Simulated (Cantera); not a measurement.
Cantera run, input and output.

```python
import numpy as np
import cantera as ct

surf = ct.Interface("diamond.yaml", "diamond_100")
gas, bulk = surf.adjacent["gas"], surf.adjacent["diamond"]
k = surf.kinetics_species_index(bulk.species_names[0])
cover = ["c6HH", "c6H*", "c6*H", "c6**", "c6HM", "c6B"]

rows, drift = [], 0.0
print(f"{'xCH3':>10s}{'um/h':>11s}" + "".join(f"{s:>11s}" for s in cover))
for v in [1e-06, 2.6e-06, 7e-06, 1.8e-05, 4.9e-05, 0.00013, 0.00034, 0.00089, 0.0024]:
    T, P, xH, xCH3 = 1325, 3200, 0.019, v
    gas.TPX = T, P, {"H": xH, "CH3": xCH3, "CH4": 0.017, "H2": 1 - xH - xCH3 - 0.017}
    surf.TP = bulk.TP = T, P
    surf.coverages = "c6H*:0.1, c6HH:0.9"
    surf.advance_coverages(100.0)
    before = surf.coverages
    surf.advance_coverages(100.0)
    drift = max(drift, np.max(np.abs(surf.coverages - before) / (surf.coverages + 1e-9)))
    rate = surf.net_production_rates[k] * bulk.mean_molecular_weight / bulk.density * 3.6e9
    rows.append([rate, *surf[cover].coverages])
    print(f"{v:10.4g}{rate:11.4e}" + "".join(f"{x:11.3e}" for x in rows[-1][1:]))
```

Result:

```
      xCH3       um/h       c6HH       c6H*       c6*H       c6**       c6HM        c6B
     1e-06 9.5628e-03  3.642e-01  5.207e-02  5.327e-01  5.098e-02  9.147e-07  2.595e-11
   2.6e-06 2.4863e-02  3.642e-01  5.207e-02  5.327e-01  5.097e-02  2.378e-06  6.747e-11
     7e-06 6.6935e-02  3.642e-01  5.207e-02  5.327e-01  5.097e-02  6.403e-06  1.816e-10
   1.8e-05 1.7210e-01  3.642e-01  5.206e-02  5.327e-01  5.096e-02  1.646e-05  4.670e-10
   4.9e-05 4.6832e-01  3.642e-01  5.206e-02  5.327e-01  5.094e-02  4.480e-05  1.271e-09
   0.00013 1.2413e+00  3.642e-01  5.205e-02  5.326e-01  5.088e-02  1.188e-04  3.368e-09
   0.00034 3.2387e+00  3.641e-01  5.203e-02  5.323e-01  5.073e-02  3.102e-04  8.788e-09
   0.00089 8.4247e+00  3.638e-01  5.196e-02  5.316e-01  5.032e-02  8.087e-04  2.286e-08
    0.0024 2.2336e+01  3.629e-01  5.179e-02  5.298e-01  4.926e-02  2.157e-03  6.061e-08
```

Cantera simulation using the Harris–Goodwin 1993 mechanism for the reconstructed diamond (100) surface; the numbers are that mechanism's predictions, not measurements.
